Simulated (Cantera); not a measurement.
Standard-state values (1 bar) from the NASA 1993 polynomials, evaluated with Cantera. Values are per mole of reaction as written; species without (g) are pure solids or liquids, kept so even where they would boil at 1 bar.

Between 300 and 948 K, where is each reaction favourable under standard conditions?
- 6 OH(g) + 2 TiCl3 ⇌ 6 HCl(g) + 3 O2(g) + 2 Ti


- 6 OH(g) + 2 TiCl3 ⇌ 6 HCl(g) + 3 O2(g) + 2 Ti: ΔG° is 529 kJ at 300 K and 283 kJ at 948 K; it stays positive (K < 1). ΔH° is 621 kJ and ΔS° 357 J/K at 948 K.
